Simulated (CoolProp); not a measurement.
Vapour-liquid equilibrium of propylene (1) + acetone (2) at 0.143 MPa; x and y are mole fractions of (1).

Computed with CoolProp (multi-fluid Helmholtz-energy mixture model, Lemmon 2013 and Lemmon 2006; pair parameters Bell 2016).

```
x     bubble temperature (°C)  y at the bubble point  dew temperature at overall composition x (°C)  liquid density (mol/L)
----  -----------------------  ---------------------  ---------------------------------------------  ----------------------
0.05                     23.5                  0.801                                           64.9                   13.51
0.2                     -22.2                  0.984                                           59.5                   14.31
0.35                    -32.1                  0.993                                           53.5                   14.44
0.5                     -34.7                  0.994                                           46.2                   14.41
0.65                    -35.4                  0.995                                           36.9                   14.34
0.8                     -36.4                  0.995                                           23.6                   14.27
0.95                    -38.6                  0.998                                           -4.1                   14.25
```

No azeotrope shows between x = 0.05 and 0.95.

Pair parameters are fitted to limited data, so mixtures are less certain than the pure fluids. With so large a gap from Raoult's law the liquid may split in two, which this calculation doesn't test in full.
